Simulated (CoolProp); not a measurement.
A single-stage vapour-compression cycle with the fluid: evaporating at 304.15 K (dew point), condensing at 325.15 K (bubble point), superheat 0 K, subcooling 0 K, compressor efficiency 0.75, no pressure losses. The same conditions are run with several fluids, on thermodynamics alone (safety and materials aside).

Model: reference Helmholtz-energy equation of state of each fluid (R124: de Vries 1995; R236FA: Pan 2012; R142b: Lemmon 2006; R114: Platzer 1990; R123: Younglove 1994; c-C4F8 (RC318): Platzer 1990), in CoolProp. The equations of Platzer and Polt are older, rougher fits.

| fluid | cooling COP | pressure ratio | discharge temperature (K) | refrigerating effect (kJ/kg) | volumetric capacity (kJ/m³) |
|---|---|---|---|---|---|
| R124 | 9.50 | 1.78 | 326.8 | ? | 3340 |
| R236FA | ? | 1.86 | 325.1 | 115 | 2560 |
| R142b | ? | 1.78 | 329.5 | 169 | ? |
| R114 | 9.63 | 1.82 | 325.2 | 104 | 1980 |
| R123 | 10.0 | 1.99 | 328.0 | 147 | 1060 |
| c-C4F8 (RC318) | 9.02 | 1.81 | 325.1 | 77.1 | 2600 |

Problem. Fill in the missing entries.

Solution. 
- R124, refrigerating effect (kJ/kg): 118
- R236FA, cooling COP: 9.46
- R142b, cooling COP: 9.76
- R142b, volumetric capacity (kJ/m³): 3040

The compression ends wet for: R236FA; R114; c-C4F8 (RC318).
